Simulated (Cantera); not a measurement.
What does this Cantera script print?

```python
import numpy as np
import cantera as ct

gas_names = """
    CL CL2 H HCL H2 Si SiCL SiCL2 SiCL3 SiCL4 SiH SiHCL3 SiH2 SiH2CL2 SiH3 SiH3CL SiH4 Si2 Si3
""".split()
cond_names = """
    Si(cr) Si(L)
""".split()


# ... load() reads the species with a 1 bar reference pressure and builds the phases ...
atoms = {
    'Si': {'Si': 1},
    'Cl2': {'CL': 2},
    'H2': {'H': 2},
}
top_T = {}  # K; cautious upper limits of use, not melting points


# ... equilibrate(T, P, feed) seeds the gas with the atoms and calls Mixture.equilibrate('TP', solver="vcs", rtol=1e-11, max_steps=5000) ...
results = []
feed = {'Si': 1, 'Cl2': 2.2, 'H2': 1.2}  # mol
T = 948  # K
P = 39000  # Pa
mix = equilibrate(T, P, feed)
results.append((T, P, feed, dict(zip(mix.species_names, mix.species_moles))))
print(gas.report(threshold=1e-05))
for i in range(1, mix.n_phases):
    print(f"{mix.phase(i).name:16s} {mix.phase_moles(i):12.5e} mol")
```

Result:

```
       temperature   948 K
          pressure   39000 Pa
           density   0.38444 kg/m^3
  mean mol. weight   77.698 kg/kmol
   phase of matter   gas

                          1 kg             1 kmol
                     ---------------   ---------------
          enthalpy       -3.2501e+06       -2.5252e+08  J
   internal energy       -3.3515e+06        -2.604e+08  J
           entropy            3968.5        3.0835e+05  J/K
    Gibbs function       -7.0122e+06       -5.4484e+08  J
 heat capacity c_p            794.99             61769  J/K
 heat capacity c_v            687.98             53454  J/K

                      mass frac. Y      mole frac. X     chem. pot. / RT
                     ---------------   ---------------   ---------------
               HCL          0.080347           0.17123           -38.562
                H2          0.010693           0.41212           -19.202
             SiCL3        0.00016554        9.5678e-05           -102.32
             SiCL4             0.901           0.41208           -131.28
            SiHCL3         0.0077858         0.0044664           -111.92
     [  +14 minor]        7.3288e-06         5.654e-06

Si(cr)            0.00000e+00 mol
```

These are equilibrium values from Cantera (NASA tables, ideal gas, pure condensed phases), not measurements of a reactor. The tables' values for SiCl3 are old estimates; treat these amounts as uncertain.
